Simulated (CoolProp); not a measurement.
Vapour-liquid equilibrium of benzene (1) + o-xylene (2) at 787 kPa; x and y are mole fractions of (1).

The numbers come from the multi-fluid Helmholtz-energy mixture model, Thol 2012 and Zhou 2012; pair parameters Bell 2016 in CoolProp.

Give the bubble temperature and the first vapour's composition at x = 0.05, 0.125, 0.65. Is there an azeotrope?

x = 0.05: 237.8 °C, y = 0.114; x = 0.125: 229.4 °C, y = 0.276; x = 0.65: 181.9 °C, y = 0.869. No azeotrope shows between x = 0.05 and 0.95.

Pair parameters are fitted to limited data, so mixtures are less certain than the pure fluids. The gap from Raoult's law changes sign with composition, which may be real or a fault of the pair parameters; it wasn't checked against measurements.
